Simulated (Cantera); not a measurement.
Input (Python, Cantera):

```python
import numpy as np
import cantera as ct

gas = ct.Solution("gri30.yaml")
gas.TPX = 1175, 570, {'N2O': 1, 'H2O': 0.11}
reactor = ct.IdealGasConstPressureReactor(gas, energy="off", clone=False)
net = ct.ReactorNet([reactor])
net.rtol, net.atol = 1e-08, 1e-18
show = ['N2O', 'H2O', 'OH', 'H2', 'O2']
times = np.geomspace(2e-05, 300, 15)

steps = ct.SolutionArray(gas, extra=["t"])
rows = []
print(f"{'t/s':>10s}{'T/K':>9s}{'P/Pa':>11s}" + "".join(f"{s:>11s}" for s in show))
for t in times:
    while net.time < t:
        t_next = net.step()
        steps.append(gas.state, t=t_next)
    rows.append([np.interp(t, steps.t, y) for y in (steps.T, steps.P, *steps(*show).X.T)])
    print(f"{t:10.3e}{rows[-1][0]:9.1f}{rows[-1][1]:11.4g}" + "".join(f"{x:11.3e}" for x in rows[-1][2:]))
rate = np.gradient(steps.T, steps.t)
print("integrator steps:", len(steps.t))
if steps.T.max() > steps.T[0] + 200:
    print(f"time of steepest temperature rise: {steps.t[rate.argmax()]:.4e} s")
gas.TPX = 1175, 570, {'N2O': 1, 'H2O': 0.11}
gas.equilibrate("TP")
print(f"equilibrium (TP): T = {gas.T:.1f} K  " + "  ".join(f"{s} {gas[s].X[0]:.3e}" for s in show))
```

It prints:

```
       t/s      T/K       P/Pa        N2O        H2O         OH         H2         O2
 2.000e-05   1175.0        570  9.009e-01  9.910e-02  4.640e-11  3.943e-21  2.094e-10
 6.510e-05   1175.0        570  9.009e-01  9.910e-02  4.856e-10  5.811e-19  2.192e-09
 2.119e-04   1175.0        570  9.009e-01  9.910e-02  4.915e-09  1.597e-16  2.221e-08
 6.899e-04   1175.0        570  9.009e-01  9.910e-02  4.557e-08  3.227e-14  2.063e-07
 2.246e-03   1175.0        570  9.009e-01  9.910e-02  3.321e-07  3.092e-12  1.516e-06
 7.310e-03   1175.0        570  9.009e-01  9.910e-02  1.575e-06  1.130e-10  7.412e-06
 2.380e-02   1175.0        570  9.008e-01  9.909e-02  5.169e-06  1.964e-09  2.728e-05
 7.746e-02   1175.0        570  9.006e-01  9.908e-02  1.136e-05  2.028e-08  9.411e-05
 2.521e-01   1175.0        570  8.998e-01  9.905e-02  1.413e-05  1.012e-07  3.263e-04
 8.208e-01   1175.0        570  8.974e-01  9.897e-02  1.650e-05  2.220e-07  1.087e-03
 2.672e+00   1175.0        570  8.895e-01  9.870e-02  1.884e-05  1.844e-07  3.543e-03
 8.697e+00   1175.0        570  8.646e-01  9.786e-02  2.177e-05  1.025e-07  1.136e-02
 2.831e+01   1175.0        570  7.905e-01  9.534e-02  2.495e-05  6.947e-08  3.490e-02
 9.216e+01   1175.0        570  6.022e-01  8.890e-02  2.635e-05  6.366e-08  9.518e-02
 3.000e+02   1175.0        570  2.792e-01  7.786e-02  2.528e-05  8.265e-08  1.988e-01
integrator steps: 1351
equilibrium (TP): T = 1175.0 K  N2O 8.333e-10  H2O 6.832e-02  OH 7.041e-06  H2 1.222e-08  O2 3.105e-01
```

Computed with Cantera and GRI-Mech 3.0 (53 species, 325 reactions). GRI-Mech 3.0 was tuned for natural gas; its chemistry of N2O as a main component is partial and can be far from experiment. Radical loss at walls, strong at low pressure, is not modelled. The mechanism lacks the step 2 NO + O2 → 2 NO2, which can matter for NO2 below about 1400 K. The temperature is held fixed by assumption; the heat of reaction is taken as removed at once.
